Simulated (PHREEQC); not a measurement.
A solution holds 0.0057 mol NaHCO3 and 0.0097 mol KCl per kg of water, at 50 °C. Closed to the air; pH follows from the charge balance.

The numbers come from PHREEQC with the ion-association model, phreeqc.dat.

Precipitation was switched off in this run.

Task: Predict the pH.

Result: pH 8.06.

Task: In which forms is C present?

Result: HCO3- 97 %, CO2 1.4 %, CO3-2 1.1 % of the C.

Away from 25 °C the constants follow the database's enthalpies or fits; those with neither stay at their 25 °C values.
